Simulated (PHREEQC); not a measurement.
## Buffer (model solution)

Make-up at 25 °C: 0.22 mol/kgw NH4Cl and 0.00034 mol/kgw Na2B4O7. It is in equilibrium with CO2 at log p = -3.5 (atm). Otherwise closed; pH follows from the charge balance.

Model: ion-association model, phreeqc.dat, run in PHREEQC.

Each row changes one thing in this solution. No solid was allowed to form.

```tsv
case	pH	ionic strength (mol/kgw)	HCO3- (mol/kgw)	CO2 (mol/kgw)
as made	6.89	0.220	4.99e-5	1.02e-5
temperature from 25 to 90 °C	5.33	0.220	4.55e-7	3.43e-6
NH4Cl from 0.22 to 0.198 mol/kgw	6.92	0.198	5.36e-5	1.03e-5
NH4Cl left out	8.07	0.000683	0.000582	1.08e-5
NH4Cl replaced by NH4BF4 at the same molality	2.64	0.224	2.79e-9	1.02e-5
NH4Cl replaced by NH4HF2 at the same molality	3.02	0.222	6.67e-9	1.02e-5
0.033 mol/kgw TMAH added	8.64	0.224	0.00282	1.02e-5
0.019 mol/kgw HBr added	1.84	0.239	4.46e-10	1.02e-5
temperature from 25 to 40 °C	6.49	0.220	1.56e-5	7.13e-6
```

(CH3)4N+ isn't in the database: it is added as a free cation with an ion size of 4 Å. At this temperature some constants are extrapolated from 25 °C, and those without enthalpy data are left unchanged.
